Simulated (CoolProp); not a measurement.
Vapour-liquid equilibrium of benzene (1) + toluene (2) at 0.00513 MPa; x and y are mole fractions of (1).

Computed with CoolProp (multi-fluid Helmholtz-energy mixture model, Thol 2012 and Lemmon 2006; pair parameters Bell 2016).

| x | bubble temperature (°C) | y at the bubble point | dew temperature at overall composition x (°C) | liquid density (mol/L) |
|---|---|---|---|---|
| 0.05 | 28.8 | 0.145 | 30.2 | 9.397 |
| 0.125 | 26.0 | 0.319 | 29.1 | 9.547 |
| 0.2 | 23.4 | 0.454 | 28.0 | 9.697 |
| 0.275 | 21.1 | 0.562 | 26.7 | 9.848 |
| 0.35 | 19.0 | 0.649 | 25.4 | 10.00 |
| 0.425 | 17.2 | 0.720 | 24.0 | 10.16 |
| 0.5 | 15.4 | 0.779 | 22.5 | 10.31 |
| 0.575 | 13.9 | 0.828 | 20.8 | 10.47 |
| 0.65 | 12.4 | 0.870 | 19.0 | 10.63 |
| 0.725 | 11.0 | 0.905 | 17.0 | 10.80 |
| 0.8 | 9.8 | 0.936 | 14.8 | 10.96 |
| 0.875 | 8.6 | 0.963 | 12.2 | 11.14 |
| 0.95 | 7.5 | 0.986 | 9.2 | 11.31 |

No azeotrope shows between x = 0.05 and 0.95.

Pair parameters are fitted to limited data, so mixtures are less certain than the pure fluids.
